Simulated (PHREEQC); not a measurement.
Ca(OH)2 is added in steps, without added water, to 1 kg of water holding 1.3 mmol/kgw NaOH, 16 mmol/kgw ZnBr2 and 14 mmol/kgw SrCl2, at 75 °C. Oxygen alone is held at its pressure in air (log pO2 = -0.68). CO2 from the air is kept out. Only these solids could form: Portlandite, Zincite(c), Zn5(OH)8Cl2, Halite.

Base run: PHREEQC, ion-association model, wateq4f.dat. Each further column changes one thing. The table gives Zn+2 (mol/kgw).

```
Ca(OH)2 added (mol)      base  diluted 5-fold with water  SrCl2 from 0.014 to 0.0154 mol/kgw  temperature from 75 to 30 °C  no solid may form
-------------------  --------  -------------------------  ----------------------------------  ----------------------------  -----------------
0                      0.0130                    0.00289                              0.0128                    (withheld)             0.0124
0.002125               0.0111                   0.000883                              0.0110                        0.0127            0.00888
0.003542              0.00994                   7.10e-11                             0.00981                        0.0113            0.00661
0.005667              0.00814                   2.61e-12                             0.00803                    (withheld)            0.00353
0.007792              0.00634                   8.62e-13                             0.00626                       0.00723         (withheld)
0.009208              0.00514                   5.37e-13                             0.00508                       0.00588         (withheld)
0.01133               0.00336                   3.18e-13                             0.00331                       0.00384           0.000216
0.01346               0.00157                   2.46e-13                             0.00155                    (withheld)            6.55e-5
0.01487              0.000393                   2.46e-13                            0.000387                      0.000451            2.87e-5
0.017                1.17e-11                   2.46e-13                            1.20e-11                    (withheld)         (withheld)
```

Question: Some entries are withheld; supply them.

Answer: 
- 0, temperature from 75 to 30 °C: 0.0147
- 0.005667, temperature from 75 to 30 °C: 0.00927
- 0.007792, no solid may form: 0.00139
- 0.009208, no solid may form: 0.000667
- 0.01346, temperature from 75 to 30 °C: 0.00180
- 0.017, temperature from 75 to 30 °C: 7.27e-12
- 0.017, no solid may form: 9.19e-6

Away from 25 °C the constants follow the database's enthalpies or fits; those with neither stay at their 25 °C values.  In at least one series the solution becomes supersaturated in solids that the run did not let form, among them Zincite(c), Zn5(OH)8Cl2.
